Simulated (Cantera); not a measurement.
Input (Python, Cantera) and output of one run.

```python
import numpy as np
import cantera as ct

gas_names = """
    CL CL2 H HCL H2 Si SiCL SiCL2 SiCL3 SiCL4 SiH SiHCL3 SiH2 SiH2CL2 SiH3 SiH3CL SiH4 Si2 Si3
""".split()
cond_names = """
    Si(cr) Si(L)
""".split()


# ... load() reads the species with a 1 bar reference pressure and builds the phases ...
atoms = {
    'SiCl4': {'Si': 1, 'CL': 4},
    'HCl': {'H': 1, 'CL': 1},
    'H2': {'H': 2},
}
top_T = {}  # K; cautious upper limits of use, not melting points


# ... equilibrate(T, P, feed) seeds the gas with the atoms and calls Mixture.equilibrate('TP', solver="vcs", rtol=1e-11, max_steps=5000) ...
results = []
feed = {'SiCl4': 1, 'HCl': 1.7, 'H2': 0.57}  # mol
T = 898.15  # K
P = 370000  # Pa
mix = equilibrate(T, P, feed)
results.append((T, P, feed, dict(zip(mix.species_names, mix.species_moles))))
print(gas.report(threshold=1e-05))
for i in range(1, mix.n_phases):
    print(f"{mix.phase(i).name:16s} {mix.phase_moles(i):12.5e} mol")
```

Output:

```
       temperature   898.15 K
          pressure   3.7e+05 Pa
           density   3.5306 kg/m^3
  mean mol. weight   71.258 kg/kmol
   phase of matter   gas

                          1 kg             1 kmol
                     ---------------   ---------------
          enthalpy       -3.0837e+06       -2.1974e+08  J
   internal energy       -3.1885e+06        -2.272e+08  J
           entropy            3858.4        2.7494e+05  J/K
    Gibbs function       -6.5491e+06       -4.6667e+08  J
 heat capacity c_p            752.08             53591  J/K
 heat capacity c_v             635.4             45277  J/K

                      mass frac. Y      mole frac. X     chem. pot. / RT
                     ---------------   ---------------   ---------------
               HCL           0.26613           0.52016            -35.72
                H2         0.0049235           0.17403           -17.685
             SiCL4            0.7284           0.30552           -133.55
            SiHCL3        0.00054158        0.00028493           -115.51
     [  +15 minor]        2.7416e-06        1.4596e-06

Si(cr)            0.00000e+00 mol
```

Method: chemical equilibrium by Gibbs-energy minimisation in Cantera with the NASA 1993 tables (ideal gas, pure condensed phases).
